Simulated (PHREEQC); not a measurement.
Make-up at 20 °C: 1 mol/kgw H2SO4 and 0.108 mol/kgw ZnSO4. Closed to the air; pH follows from the charge balance.

Computed with PHREEQC (ion-association model, phreeqc.dat).

Precipitation was switched off in this run.

Order these Zn species by the share of Zn that they hold, largest first: ZnSO4, Zn+2, Zn(SO4)2-2.

Zn+2 (71 %), ZnSO4 (23 %), Zn(SO4)2-2 (6.2 %)

Order these S species by the share of S that they hold, largest first: HSO4-, ZnSO4, Zn(SO4)2-2, SO4-2.

HSO4- (88 %), SO4-2 (8.4 %), ZnSO4 (2.2 %), Zn(SO4)2-2 (1.2 %)

The pH is 0.12 and the ionic strength 1.35 mol/kgw. Ionic strength above about 0.7 mol/kgw puts this run outside the model's range. Complexes and solids missing from the database can't appear.
